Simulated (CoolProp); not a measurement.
A simple Rankine cycle with tetrahydrofuran: condensing at 295.15 K, boiler at 1.56 MPa, turbine inlet 462.2 K, turbine efficiency 0.85, pump efficiency 0.7, no recuperator. Each further row changes one setting.

Computed with CoolProp (reference Helmholtz-energy equation of state, Fiedler 2023).

```
case                             thermal efficiency (%)  net work (kJ/kg)  heat in (kJ/kg)  turbine exit temperature (K)  volume ratio over the turbine
-------------------------------  ----------------------  ----------------  ---------------  ----------------------------  -----------------------------
as stated                                          23.8               153              645                         333.7                           73.9
turbine inlet 482.2 K                              24.0               164              684                         356.2                           72.8
condensing temperature 287.15 K                    25.0               164              658                         324.3                            104
boiler pressure 1.09 MPa                           22.5               148              658                         348.4                           49.6
turbine efficiency 0.75                            20.9               135              645                         348.5                           77.2
```
